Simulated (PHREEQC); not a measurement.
Consider water at 25 °C with 1 mmol/kgw LiOH, 0.0019 mmol/kgw H4SiO4 and 0.0036 mmol/kgw K2CO3. Closed to the air; pH follows from the charge balance.

The numbers come from PHREEQC with the Pitzer model, pitzer.dat.

| Item | Result |
|---|---|
| pH | 10.98 |
| ionic strength | 0.00101 mol/kgw |
| specific conductance | 231 µS/cm |
| osmotic coefficient | 0.988 |
| total alkalinity | 1.01 meq/kg |

```json
[
 {"species": "Li+", "molality": "0.00100", "activity": "0.000965", "log γ": "-0.016"},
 {"species": "OH-", "molality": "0.000999", "activity": "0.000963", "log γ": "-0.016"},
 {"species": "K+", "molality": "7.20e-6", "activity": "6.95e-6", "log γ": "-0.015"},
 {"species": "CO3-2", "molality": "2.99e-6", "activity": "2.57e-6", "log γ": "-0.065"},
 {"species": "H3SiO4-", "molality": "1.77e-6", "activity": "1.70e-6", "log γ": "-0.016"},
 {"species": "HCO3-", "molality": "6.12e-7", "activity": "5.90e-7", "log γ": "-0.016"},
 {"species": "H4SiO4", "molality": "1.21e-7", "activity": "1.21e-7", "log γ": "0.000"},
 {"species": "H2SiO4-2", "molality": "1.28e-8", "activity": "1.10e-8", "log γ": "-0.065"}
]
```

This is a speciation only: nothing precipitates in the calculation. Species that the database lacks are ignored.
